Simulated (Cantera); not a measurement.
Input: 1 mol SiC, 0.016 mol H2, equilibrated at 2100 K and 44000 Pa.

Equilibrium computed with Cantera from the NASA thermochemical tables; the gas is ideal and each condensed phase is pure. Candidate condensed phases: C, C6H6, C7H8, C8H18, Si, SiC; 87 gas species. Gases not in the tables: Si2H6 and higher silanes. Rates play no part.

Base state: H2 0.995, H 0.00469, Si 9.95e-5, C2H2 (acetylene) 8.11e-5, SiH2 5.96e-5, SiH 3.57e-5, CH4 3.41e-5 (mole fractions); condensed: SiC(s).

What changes in the equilibrium state with this change: 0.00017 mol CO2 added?


| species | before | after |
|---|---|---|
| H2 | 0.995 | 0.974 |
| CO | 0 | 0.0156 |
| SiO | 0 | 0.00513 |
| C2H2 (acetylene) | 8.11e-5 | 4.98e-5 |
| CH4 | 3.41e-5 | 2.59e-5 |
| SiC(s), mol | 1.000 | 1.000 |
Further candidate phases: H2O, SiO2.
